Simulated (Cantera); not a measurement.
What does this Cantera script print?

```python
import numpy as np
import cantera as ct

gas_names = """
    CL CL2 H HCL H2 N NH NH2 NH3 N2 N2H2 N2H4 Si SiCL SiCL2 SiCL3 SiCL4 SiH SiHCL3 SiH2 SiH2CL2 SiH3
    SiH3CL SiH4 SiN Si2 Si2N Si3
""".split()
cond_names = """
    NH4CL(a) NH4CL(b) Si(cr) Si(L) Si3N4(a)
""".split()


# ... load() reads the species with a 1 bar reference pressure and builds the phases ...
atoms = {
    'SiHCl3': {'Si': 1, 'H': 1, 'CL': 3},
    'Cl2': {'CL': 2},
    'N2': {'N': 2},
}
top_T = {'Si3N4(a)': 2400}  # K; cautious upper limits of use, not melting points


# ... equilibrate(T, P, feed) seeds the gas with the atoms and calls Mixture.equilibrate('TP', solver="vcs", rtol=1e-11, max_steps=5000) ...
results = []
feed = {'SiHCl3': 1, 'Cl2': 0.17, 'N2': 230}  # mol
T = 1575  # K
P = 18000  # Pa
mix = equilibrate(T, P, feed)
results.append((T, P, feed, dict(zip(mix.species_names, mix.species_moles))))
x = sorted(zip(gas.X, gas.species_names), reverse=True)
print(f"T = {T:g} K  P = {P:g} Pa  gas = {mix.phase_moles(0):.4g} mol")
print("   x: " + "  ".join(f"{s} {v:.3e}" for v, s in x if v > 1e-05))
print("   condensed (mol): " + ("  ".join(f"{mix.phase(i).name} {mix.phase_moles(i):.4g}"
      for i in range(1, mix.n_phases) if mix.phase_moles(i) > 1e-12) or "none"))
```

Result:

```
T = 1575 K  P = 18000 Pa  gas = 232 mol
   x: N2 9.915e-01  HCL 4.056e-03  SiCL2 3.090e-03  SiCL3 7.465e-04  SiCL4 4.719e-04  H2 1.258e-04  CL 2.814e-05
   condensed (mol): none
```

Cantera equilibrium calculation (NASA polynomials, part measured and part estimated; ideal gas, pure solids and liquids). The tables' values for SiCl3 are old estimates; treat these amounts as uncertain.
